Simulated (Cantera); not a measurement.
An isothermal, constant-pressure homogeneous reactor starts with NO : N2 = 1 : 4.1 (molar parts), at 2200 K and 10.00 Torr. Integrator tolerance rtol = 1e-08.

Computed with Cantera and GRI-Mech 3.0 (53 species, 325 reactions). Radical loss at walls, strong at low pressure, is not modelled.

Task: What does this change do: temperature 2200 to 2025 K?

Result: 
```
quantity                                           before                                    after
----------------  ---------------------------------------  ---------------------------------------
x(NO) at 5.00 s    0.0301 (gas-phase equilibrium 0.00883)    0.161 (gas-phase equilibrium 0.00588)
x(O) at 5.00 s    0.00642 (gas-phase equilibrium 0.00706)  0.00103 (gas-phase equilibrium 0.00216)
x(O2) at 5.00 s     0.0795 (gas-phase equilibrium 0.0897)    0.0168 (gas-phase equilibrium 0.0939)
x(N2O) at 5.00 s  2.66e-7 (gas-phase equilibrium 6.04e-8)  8.93e-6 (gas-phase equilibrium 4.06e-8)
x(N2) at 5.00 s       0.884 (gas-phase equilibrium 0.894)      0.821 (gas-phase equilibrium 0.898)
x(NO2) at 5.00 s  2.76e-6 (gas-phase equilibrium 8.47e-7)  8.60e-6 (gas-phase equilibrium 7.49e-7)
```
